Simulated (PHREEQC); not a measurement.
## Nickel, zinc or cadmium bath

Consider water at 20 °C with 0.07 mol/kgw CdSO4, 6.6e-05 mol/kgw NaCl and 0.00085 mol/kgw FeSO4. Closed to the air; pH follows from the charge balance.

Equilibrium calculation in PHREEQC: acid-base model without metal-ligand complexes, phreeqc.dat.

No solid was allowed to form.

**Question.** Estimate the pH.

**Answer.** pH 5.99.
